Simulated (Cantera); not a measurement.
An isothermal, constant-pressure homogeneous reactor starts with CH₄ : H₂ : CO₂ = 0.04 : 1 : 0.0025 (molar parts), at 1923 K and 0.0770 bar.

Model: GRI-Mech 3.0 (53 species, 325 reactions), integrated in Cantera. GRI-Mech 3.0 stops at C3 and has no aromatics, soot or wall deposition, so with more carbon than oxygen in the feed, carbon stays in small species such as C2H2 where larger ones or solid carbon would form.

x: mole fraction; the columns are a selection and need not sum to one.

```json
[
 {"t (s)": "0.000100", "x CH₄": "0.0383", "x H₂": "0.959", "x CO₂": "0.00240", "x HCO": "1.04e-12", "x CO": "…", "x CH₂O": "3.81e-10"},
 {"t (s)": "0.000398", "x CH₄": "0.0379", "x H₂": "0.959", "x CO₂": "0.00238", "x HCO": "1.23e-10", "x CO": "…", "x CH₂O": "1.17e-8"},
 {"t (s)": "0.00158", "x CH₄": "0.0362", "x H₂": "0.958", "x CO₂": "0.00209", "x HCO": "1.82e-9", "x CO": "…", "x CH₂O": "5.06e-8"},
 {"t (s)": "0.00631", "x CH₄": "0.0274", "x H₂": "0.960", "x CO₂": "0.000712", "x HCO": "2.37e-9", "x CO": "…", "x CH₂O": "4.09e-8"},
 {"t (s)": "0.0251", "x CH₄": "0.0125", "x H₂": "0.967", "x CO₂": "6.40e-6", "x HCO": "1.12e-9", "x CO": "0.00239", "x CH₂O": "1.53e-8"},
 {"t (s)": "0.100", "x CH₄": "0.00357", "x H₂": "0.972", "x CO₂": "1.27e-6", "x HCO": "5.50e-10", "x CO": "0.00253", "x CH₂O": "4.55e-9"},
 {"t (s)": "0.398", "x CH₄": "0.00103", "x H₂": "0.973", "x CO₂": "1.15e-6", "x HCO": "4.00e-10", "x CO": "…", "x CH₂O": "1.11e-9"},
 {"t (s)": "1.58", "x CH₄": "0.000497", "x H₂": "0.974", "x CO₂": "5.31e-7", "x HCO": "4.61e-10", "x CO": "…", "x CH₂O": "2.96e-10"},
 {"t (s)": "6.31", "x CH₄": "0.000248", "x H₂": "0.975", "x CO₂": "9.94e-9", "x HCO": "5.10e-10", "x CO": "0.00459", "x CH₂O": "1.43e-10"},
 {"t (s)": "25.1", "x CH₄": "0.000238", "x H₂": "0.975", "x CO₂": "9.68e-12", "x HCO": "5.11e-10", "x CO": "0.00460", "x CH₂O": "1.41e-10"},
 {"t (s)": "100", "x CH₄": "0.000238", "x H₂": "0.975", "x CO₂": "9.68e-12", "x HCO": "5.11e-10", "x CO": "0.00460", "x CH₂O": "1.41e-10"}
]
```

Task: What belongs in the gaps?

Result: 
- 0.000100, x CO: 1.34e-6
- 0.000398, x CO: 2.12e-5
- 0.00158, x CO: 0.000299
- 0.00631, x CO: 0.00168
- 0.398, x CO: 0.00303
- 1.58, x CO: 0.00406
